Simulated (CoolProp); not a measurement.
Computed with CoolProp (reference Helmholtz-energy equation of state, Smukala 2000).

For ethylene, give the phase and the Z, cp (kJ/(kg K)), cv (kJ/(kg K)), speed of sound (m/s) at 286.6 K and 4730 kPa; 286.6 K and 6300 kPa; 286.6 K and 7880 kPa.


- 286.6 K and 4730 kPa: gas; Z 0.564, cp 4.58, cv 1.52, speed of sound 243
- 286.6 K and 6300 kPa: supercritical; Z 0.241, cp 6.92, cv 1.55, speed of sound 333
- 286.6 K and 7880 kPa: supercritical; Z 0.269, cp 4.34, cv 1.47, speed of sound 439
